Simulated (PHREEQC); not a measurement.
A solution holds 0.0023 mol HF, 0.01 mol (CH3)4NF and 0.032 mol (NH4)2SiF6 per kg of water, at 20 °C. Closed to the air; pH follows from the charge balance.

The numbers come from PHREEQC with the ion-association model, phreeqc.dat.

Each row changes one thing in this solution. No solid was allowed to form.

```json
[
 {"case": "as made", "pH": "3.71", "ionic strength (mol/kgw)": "0.106", "F- (mol/kgw)": "0.0102", "HF (mol/kgw)": "0.00204", "HF2- (mol/kgw)": "7.64e-5", "H4SiO4 (mol/kgw)": "1.47e-5", "SI of Quartz (SiO2)": "-0.77"},
 {"case": "diluted 10-fold with water", "pH": "3.36", "ionic strength (mol/kgw)": "0.0107", "F- (mol/kgw)": "0.00219", "HF (mol/kgw)": "0.00118", "HF2- (mol/kgw)": "9.53e-6", "H4SiO4 (mol/kgw)": "0.000360", "SI of Quartz (SiO2)": "+0.61"},
 {"case": "0.0067 mol/kgw NaHCO3 added", "pH": "4.59", "ionic strength (mol/kgw)": "0.112", "F- (mol/kgw)": "0.0189", "HF (mol/kgw)": "0.000492", "HF2- (mol/kgw)": "3.42e-5", "H4SiO4 (mol/kgw)": "0.00120", "SI of Quartz (SiO2)": "+1.15"},
 {"case": "(NH4)2SiF6 from 0.032 to 0.064 mol/kgw", "pH": "3.67", "ionic strength (mol/kgw)": "0.202", "F- (mol/kgw)": "0.0102", "HF (mol/kgw)": "0.00205", "HF2- (mol/kgw)": "7.65e-5", "H4SiO4 (mol/kgw)": "2.37e-5", "SI of Quartz (SiO2)": "-0.55"},
 {"case": "diluted 2-fold with water", "pH": "3.64", "ionic strength (mol/kgw)": "0.0531", "F- (mol/kgw)": "0.00551", "HF (mol/kgw)": "0.00139", "HF2- (mol/kgw)": "2.82e-5", "H4SiO4 (mol/kgw)": "0.000135", "SI of Quartz (SiO2)": "+0.19"}
]
```

Species that the database lacks are ignored. Some of these states are supersaturated (in Quartz (slow to form), Chalcedony (slow to form), for instance). (CH3)4N+ isn't in the database: it is added as a free cation with an ion size of 4 Å. SiF6-2 is the database's only silicon fluoride.
